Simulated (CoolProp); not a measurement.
Aqueous ethylene glycol as a coolant, at 27 °C, 1 atm.

The numbers come from the Melinder's fits for secondary coolants in CoolProp.

```tsv
mass %	freezing point (°C)	density (kg/m³)	conductivity (W/(m K))	cp (kJ/(kg K))	Prandtl number
1.7	-0.5	998.1	0.602	4.158	6.10
8.7	-2.9	1007	0.569	4.068	7.40
15.6	-5.7	1016	0.536	3.975	9.12
22.5	-9.4	1025	0.504	3.869	11.3
29.4	-14.1	1034	0.474	3.750	13.8
36.3	-20.1	1044	0.445	3.620	16.9
43.2	-27.4	1053	0.418	3.484	20.7
50.1	-36.1	1061	0.393	3.346	25.4
57	-46.3	1069	0.370	3.205	31.1
```
